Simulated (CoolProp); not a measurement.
n-perfluoropentane at 431.27 K and 0.105 MPa is throttled through a valve to 0.0634 MPa with no heat exchange. Each further row changes one setting.

The numbers come from the reference Helmholtz-energy equation of state, Gao 2022 in CoolProp.

| case | temperature change (K) | final density (kg/m³) |
|---|---|---|
| as stated | -0.3 | 5.15 |
| outlet pressure 0.019 MPa | -0.6 | 1.53 |
| outlet pressure 0.0824 MPa | -0.2 | 6.71 |
